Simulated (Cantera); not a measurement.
Feed: 1 mol CuO, 790 mol H2, 1.6 mol H2O, at 13.3 mbar.

These are equilibrium values from Cantera (NASA tables, ideal gas, pure condensed phases), not measurements of a reactor. Candidate condensed phases: Cu, CuO, Cu(OH)2, Cu2O, H2O; 12 gas species. Equilibrium is a limit: real reactors are often held back by kinetics, nucleation or transport.

Problem. Which condensed phases are stable at each of these points (T (K)): 948, 1048, 1148, 1248, 1348, 1448, 1548, 1648, 1748?

Solution. 
| T (K) | condensed phases | Cu condensed (%) |
|---|---|---|
| 948 | Cu(s) | 100.0 |
| 1048 | Cu(s) | 100.0 |
| 1148 | Cu(s) | 100.0 |
| 1248 | Cu(s) | 99.7 |
| 1348 | Cu(s) | 97.2 |
| 1448 | Cu(l) | 80.3 |
| 1548 | gas only | 0.0 |
| 1648 | gas only | 0.0 |
| 1748 | gas only | 0.0 |

From 948 K to 1348 K the condensed part is Cu(s). At 1448 K the condensed part is Cu(l). From 1548 K to 1748 K nothing is condensed.
